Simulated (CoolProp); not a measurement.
Saturation properties of R143a (Tc = 72.7 °C, pc = 3.762 MPa, ω = 0.261).

Values from CoolProp's reference Helmholtz-energy equation of state, Lemmon and Jacobsen 2000.

```
T (°C)   p (MPa)  vapour density (kg/m³)  liquid cp (kJ/(kg K))  liquid viscosity (µPa s)
------  --------  ----------------------  ---------------------  ------------------------
-94.15  0.005471                  0.3114                  1.227                       374
-85.85   0.01039                  0.5676                  1.240                       333
-77.55   0.01854                  0.9742                  1.255                       300
-69.25   0.03130                   1.588                  1.272                       273
-60.95   0.05039                   2.478                  1.291                       250
-52.65   0.07784                   3.723                  1.311                       230
-44.45    0.1154                   5.391                  1.332                       212
-36.15    0.1667                   7.628                  1.356                       196
-27.85    0.2340                   10.54                  1.382                       182
-19.55    0.3206                   14.26                  1.411                       169
-11.25    0.4296                   18.97                  1.443                       157
-2.95     0.5647                   24.87                  1.481                       146
5.35      0.7295                   32.23                  1.524                       135
13.65     0.9280                   41.38                  1.576                       125
21.85      1.161                   52.62                  1.640                       115
```

It boils at -47.2 °C under 1 atm.

Viscosity comes from a separate model (Klein 1997), an estimate that may be off by 10 % or more.
